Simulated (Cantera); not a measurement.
Cantera run, input and output.

```python
import numpy as np
import cantera as ct

gas = ct.Solution("gri30.yaml")
gas.TPX = 1450, 86000, {'CO': 1, 'H2': 1, 'O2': 0.435, 'N2': 1.63}
reactor = ct.IdealGasConstPressureReactor(gas, energy="on", clone=False)
net = ct.ReactorNet([reactor])
net.rtol, net.atol = 1e-08, 1e-16
show = ['CO', 'H2', 'O2', 'H', 'OH', 'HO2', 'NO']
times = np.geomspace(3e-06, 1, 16)

steps = ct.SolutionArray(gas, extra=["t"])
rows = []
print(f"{'t/s':>10s}{'T/K':>9s}{'P/Pa':>11s}" + "".join(f"{s:>11s}" for s in show))
for t in times:
    while net.time < t:
        t_next = net.step()
        steps.append(gas.state, t=t_next)
    rows.append([np.interp(t, steps.t, y) for y in (steps.T, steps.P, *steps(*show).X.T)])
    print(f"{t:10.3e}{rows[-1][0]:9.1f}{rows[-1][1]:11.4g}" + "".join(f"{x:11.3e}" for x in rows[-1][2:]))
rate = np.gradient(steps.T, steps.t)
print("integrator steps:", len(steps.t))
if steps.T.max() > steps.T[0] + 200:
    print(f"time of steepest temperature rise: {steps.t[rate.argmax()]:.4e} s")
gas.TPX = 1450, 86000, {'CO': 1, 'H2': 1, 'O2': 0.435, 'N2': 1.63}
gas.equilibrate("HP")
print(f"equilibrium (HP): T = {gas.T:.1f} K  " + "  ".join(f"{s} {gas[s].X[0]:.3e}" for s in show))
```

Result:

```
       t/s      T/K       P/Pa         CO         H2         O2          H         OH        HO2         NO
 3.000e-06   1450.0    8.6e+04  2.460e-01  2.460e-01  1.070e-01  8.375e-07  8.084e-08  2.235e-07  2.633e-16
 7.003e-06   1450.0    8.6e+04  2.460e-01  2.460e-01  1.070e-01  1.121e-05  1.053e-06  7.444e-07  7.948e-15
 1.635e-05   1453.7    8.6e+04  2.457e-01  2.410e-01  1.048e-01  3.063e-03  2.955e-04  2.694e-05  2.922e-10
 3.817e-05   1932.8    8.6e+04  1.929e-01  7.805e-02  8.893e-03  1.062e-01  1.359e-02  3.048e-06  1.415e-05
 8.910e-05   2274.7    8.6e+04  2.027e-01  8.566e-02  5.717e-03  6.759e-02  1.623e-02  1.646e-06  4.896e-05
 2.080e-04   2541.3    8.6e+04  2.096e-01  8.859e-02  3.083e-03  4.058e-02  1.484e-02  1.045e-06  1.286e-04
 4.856e-04   2702.3    8.6e+04  2.128e-01  9.007e-02  1.508e-03  2.538e-02  1.161e-02  7.351e-07  3.333e-04
 1.134e-03   2739.7    8.6e+04  2.137e-01  9.063e-02  1.146e-03  2.170e-02  1.039e-02  6.250e-07  7.246e-04
 2.646e-03   2738.2    8.6e+04  2.138e-01  9.096e-02  1.105e-03  2.145e-02  1.022e-02  6.053e-07  1.328e-03
 6.178e-03   2736.5    8.6e+04  2.139e-01  9.119e-02  1.084e-03  2.135e-02  1.012e-02  5.938e-07  1.751e-03
 1.442e-02   2736.2    8.6e+04  2.139e-01  9.122e-02  1.081e-03  2.134e-02  1.011e-02  5.923e-07  1.805e-03
 3.367e-02   2736.2    8.6e+04  2.139e-01  9.122e-02  1.081e-03  2.134e-02  1.011e-02  5.923e-07  1.806e-03
 7.860e-02   2736.2    8.6e+04  2.139e-01  9.122e-02  1.081e-03  2.134e-02  1.011e-02  5.923e-07  1.806e-03
 1.835e-01   2736.2    8.6e+04  2.139e-01  9.122e-02  1.081e-03  2.134e-02  1.011e-02  5.923e-07  1.806e-03
 4.284e-01   2736.2    8.6e+04  2.139e-01  9.122e-02  1.081e-03  2.134e-02  1.011e-02  5.923e-07  1.806e-03
 1.000e+00   2736.2    8.6e+04  2.139e-01  9.122e-02  1.081e-03  2.134e-02  1.011e-02  5.923e-07  1.806e-03
integrator steps: 1237
time of steepest temperature rise: 2.3318e-05 s
equilibrium (HP): T = 2736.2 K  CO 2.139e-01  H2 9.122e-02  O2 1.081e-03  H 2.134e-02  OH 1.011e-02  HO2 5.923e-07  NO 1.806e-03
```

Detailed kinetics in Cantera: GRI-Mech 3.0 (53 species, 325 reactions).
